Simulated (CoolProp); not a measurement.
Values from CoolProp's reference Helmholtz-energy equation of state, Penoncello 2003.

**Question.** For CHF3 (R23), give the phase and the cp (kJ/(kg K)), conductivity (mW/(m K)) at -68.25 °C and 0.108 MPa; 47.75 °C and 0.108 MPa; 105.85 °C and 0.108 MPa.

**Answer.** 
- -68.25 °C and 0.108 MPa: gas; cp 0.666, conductivity 8.66
- 47.75 °C and 0.108 MPa: gas; cp 0.768, conductivity 14.8
- 105.85 °C and 0.108 MPa: gas; cp 0.847, conductivity 17.9

Thermal conductivity comes from a separate model (Shan 2000).
